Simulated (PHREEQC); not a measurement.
NH3 is added in steps, without added water, to 1 kg of water holding 11 mmol/kgw H2S, 0.24 mmol/kgw NaHCO3 and 0.044 mmol/kgw MnCl2, at 20 °C. No oxygen is let in. The system is closed to CO2. The run lets Rhodochrosite, Pyrochroite, MnS(Green), Halite, Nahcolite, Natron precipitate or redissolve, and no other solid.

Base run: PHREEQC, ion-association model, wateq4f.dat. Each further column changes one thing. The table gives CO2 (mol/kgw).

```tsv
NH3 added (mol)	base	diluted 5-fold with water	H2S left out	temperature from 20 to 50 °C	no solid may form
0	0.000220	4.38e-5	1.49e-5	[?]	0.000220
0.003625	7.62e-5	5.32e-8	8.13e-9	0.000105	7.62e-5
0.008458	1.64e-5	[?]	3.50e-9	2.85e-5	1.64e-5
0.01208	1.23e-6	[?]	2.44e-9	5.37e-6	[?]
0.01692	2.61e-7	3.06e-9	[?]	1.55e-6	2.93e-7
0.02054	1.55e-7	2.25e-9	1.41e-9	9.71e-7	1.72e-7
0.02538	9.74e-8	[?]	1.13e-9	6.41e-7	[?]
0.029	7.47e-8	1.30e-9	9.83e-10	5.08e-7	8.11e-8
```

Q: Complete the blanks.

A: 
- 0, temperature from 20 to 50 °C: 0.000227
- 0.008458, diluted 5-fold with water: 9.43e-9
- 0.01208, diluted 5-fold with water: 5.24e-9
- 0.01208, no solid may form: 1.40e-6
- 0.01692, H2S left out: 1.72e-9
- 0.02538, diluted 5-fold with water: 1.61e-9
- 0.02538, no solid may form: 1.07e-7

The polysulfide entries of wateq4f.dat were taken out for this run.  Constants without temperature data keep their 25 °C values here. In at least one series the solution becomes supersaturated in solids that the run did not let form, among them Rhodochrosite. Solids allowed in the column 'H2S left out': Rhodochrosite, Pyrochroite, Halite, Nahcolite, Natron.
